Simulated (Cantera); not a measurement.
# Equilibrium for halide evaporation, hydrolysis and transport: MgCl₂ + N₂ + O₂

A closed system holds: 1 mol MgCl₂, 4.9 mol N₂, a varied amount of O₂, held at 1075 K and 1.00 Torr.

Equilibrium computed with Cantera from the NASA thermochemical tables; the gas is ideal and each condensed phase is pure. Candidate condensed phases: Mg, MgCl₂, MgO; 18 gas species. Kinetics and transport are ignored.

```
n(O₂) (mol)   x N₂   x O₂   x Cl₂     x Cl   x MgCl₂     x NO    x ClO  n MgO(s)
-----------  -----  -----  ------  -------  --------  -------  -------  --------
1.2          0.737  0.107   0.141   0.0114   0.00360  4.65e-5  6.97e-6     0.976
1.5          0.705  0.145   0.135   0.0111   0.00296  5.30e-5  7.96e-6     0.979
2            0.658  0.203   0.127   0.0108   0.00234  6.04e-5  9.08e-6     0.983
2.6          0.609  0.262   0.117   0.0103   0.00191  6.61e-5  9.94e-6     0.985
3.4          0.554  0.328   0.107  0.00986   0.00155  7.06e-5  1.06e-5     0.986
4.4          0.497  0.396  0.0956  0.00934   0.00127  7.35e-5  1.10e-5     0.988
5.8          0.435  0.471  0.0835  0.00873   0.00101  7.50e-5  1.13e-5     0.989
7.6          0.375  0.544  0.0717  0.00810  0.000810  7.48e-5  1.12e-5     0.989
9.9          0.319  0.612  0.0607  0.00745  0.000647  7.32e-5  1.09e-5     0.990
```
x: gas mole fraction; n: condensed amount in mol.

From 1.2 mol O₂ to 9.9 mol O₂ the condensed part is MgO(s). The main Mg-bearing gas is MgCl₂ throughout. The share of Mg in condensed phases is highest at 9.9 mol O₂ (99.0 %) and lowest at 1.2 mol O₂ (97.6 %).
